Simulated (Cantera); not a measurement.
A freely propagating, adiabatic, planar premixed flame of H₂ : O₂ : N₂ = 1 : 0.676 : 2.36 (molar parts), equivalence ratio 0.74, unburnt at 350 K and 101000 Pa; mixture-averaged transport, grid criteria slope 0.08 and curve 0.16, no radiation.

Detailed kinetics in Cantera: the H2/O2 subset of GRI-Mech 3.0, which has no nitrogen chemistry. Burning velocities carry a grid error of a few per cent, more on coarse grids.

x: mole fraction of selected species; z is measured from the peak of heat release.

```csv
z (mm),T (K),u (m/s),x H₂,x O₂,x O,x H₂O₂,x OH,x H₂O
-1.02,350,2.12,0.248,0.167,<1e-8,<1e-8,<1e-8,<1e-8
-0.682,350,2.12,0.248,0.168,<1e-8,<1e-8,<1e-8,1.69e-8
-0.512,350,2.12,0.247,0.168,<1e-8,<1e-8,<1e-8,3.96e-7
-0.341,351,2.12,0.246,0.168,1.96e-8,…,<1e-8,8.69e-6
-0.171,389,2.30,0.227,0.171,2.27e-6,…,1.51e-5,0.00172
-0.0853,688,3.92,0.179,0.166,0.000187,…,0.000909,0.0303
0,1121,6.22,0.107,0.134,0.00294,…,0.00231,0.104
0.0853,1424,7.84,0.0487,0.0895,0.00828,…,0.00675,0.182
0.171,1593,8.74,0.0259,0.0676,0.0105,…,0.0104,0.217
0.341,1761,9.60,0.0178,0.0584,0.00950,…,0.0131,0.235
0.682,1911,10.3,0.0133,0.0548,0.00664,…,0.0135,0.247
1.36,2029,10.9,0.00842,0.0526,0.00390,…,0.0120,0.258
2.73,2106,11.2,0.00439,0.0516,0.00195,…,0.00933,0.267
```

Task: Some entries are withheld; supply them.

Result: 
- -0.341, x H₂O₂: 8.44e-8
- -0.171, x H₂O₂: 2.19e-5
- -0.0853, x H₂O₂: 8.39e-5
- 0, x H₂O₂: 1.72e-5
- 0.0853, x H₂O₂: 5.26e-6
- 0.171, x H₂O₂: 2.84e-6
- 0.341, x H₂O₂: 1.36e-6
- 0.682, x H₂O₂: 7.04e-7
- 1.36, x H₂O₂: 4.23e-7
- 2.73, x H₂O₂: 2.79e-7
